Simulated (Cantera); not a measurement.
A freely propagating, adiabatic, planar premixed flame of 6.07 % CH4, 3.94 % CO, 19.6 % O2, 55.8 % N2, 14.6 % CO2, equivalence ratio 0.72, unburnt at 525 K and 10.0 bar; mixture-averaged transport, grid criteria slope 0.08 and curve 0.16, no radiation.

Cantera simulation using GRI-Mech 3.0 (53 species, 325 reactions); the numbers are that mechanism's predictions, not measurements. Burning velocities carry a grid error of a few per cent, more on coarse grids.

x: mole fraction of selected species; z is measured from the peak of heat release.

```tsv
z (mm)	T (K)	u (m/s)	x CH4	x CO	x O2	x C2H6	x H	x OH
-0.369	526	0.179	0.0606	0.0394	0.196	5.85e-8	<1e-8	<1e-8
-0.246	535	0.182	0.0599	0.0394	0.195	9.10e-7	<1e-8	<1e-8
-0.184	563	0.192	0.0582	0.0392	0.193	5.05e-6	<1e-8	<1e-8
-0.123	679	0.232	0.0518	0.0388	0.182	3.24e-5	<1e-8	<1e-8
-0.0614	1063	0.364	0.0324	0.0376	0.147	0.000181	4.86e-7	1.39e-6
-0.0307	?	0.478	?	0.0362	?	?	?	?
0	1738	0.591	0.00210	0.0300	0.0790	2.19e-5	0.000167	0.000815
0.0307	1889	0.636	2.61e-5	0.0158	0.0642	<1e-8	0.000195	0.00242
0.0614	1948	0.653	2.48e-7	0.00828	0.0600	<1e-8	0.000104	0.00234
0.123	1991	0.665	<1e-8	?	0.0575	<1e-8	?	?
0.246	2010	0.671	<1e-8	0.00104	0.0566	<1e-8	8.12e-6	0.00118
0.491	2015	0.672	<1e-8	0.000539	0.0564	<1e-8	4.44e-6	0.00101
0.983	2015	0.672	<1e-8	0.000501	0.0563	<1e-8	4.20e-6	0.000993
```

Problem. What belongs in the gaps?

Solution. 
- -0.0307, T (K): 1399
- -0.0307, x CH4: 0.0160
- -0.0307, x O2: 0.114
- -0.0307, x C2H6: 0.000262
- -0.0307, x H: 1.43e-5
- -0.0307, x OH: 3.56e-5
- 0.123, x CO: 0.00321
- 0.123, x H: 3.14e-5
- 0.123, x OH: 0.00172
